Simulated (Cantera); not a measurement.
Ammonia decomposition in nitride growth gas

An isothermal, constant-pressure homogeneous reactor starts with NH3 : H2 = 1 : 0.1 (molar parts), at 1823 K and 0.0230 bar.

Model: the gas-phase N/H chemistry of the illustrative SiF4/NH3 mechanism in the Surface Chemkin manual (1991), integrated in Cantera. Walls and surfaces, which speed up NH3 decomposition in real reactors, are not modelled.

| t (s) | x NH3 | x H2 | x N2 | x N2H2 | x NH | x N2H4 | x N |
|---|---|---|---|---|---|---|---|
| 2.00e-5 | 0.909 | 0.0909 | <1e-12 | <1e-12 | 3.41e-12 | <1e-12 | <1e-12 |
| 7.19e-5 | 0.909 | 0.0909 | <1e-12 | 2.05e-11 | 7.87e-11 | <1e-12 | <1e-12 |
| 0.000258 | 0.909 | 0.0909 | 1.61e-10 | 7.42e-10 | 1.87e-9 | 8.11e-12 | <1e-12 |
| 0.000928 | 0.909 | 0.0909 | 2.93e-8 | 1.75e-8 | 3.43e-8 | 1.14e-10 | 8.37e-11 |
| 0.00334 | 0.909 | 0.0910 | 2.53e-6 | 3.09e-7 | 4.54e-7 | 1.47e-9 | 4.43e-9 |
| 0.0120 | 0.908 | 0.0916 | 0.000149 | 3.82e-6 | 3.56e-6 | 1.38e-8 | 8.09e-8 |
| 0.0431 | 0.901 | 0.0967 | 0.00193 | 6.49e-6 | 5.42e-6 | 2.20e-8 | 1.46e-7 |
| 0.155 | 0.875 | 0.116 | 0.00869 | 6.17e-6 | 5.55e-6 | 2.09e-8 | 1.64e-7 |
| 0.557 | 0.791 | 0.178 | 0.0308 | 5.17e-6 | 5.79e-6 | 1.78e-8 | 2.11e-7 |
| 2.00 | 0.568 | 0.342 | 0.0892 | 3.05e-6 | 5.70e-6 | 1.11e-8 | 2.79e-7 |
x: mole fraction; the columns are a selection and need not sum to one.

Equilibrium at this temperature and pressure: NH3 2.05e-7, H2 0.760, N2 0.238, N2H2 <1e-12, NH 2.77e-10, N2H4 <1e-12, N 1.75e-10 (gas phase only).
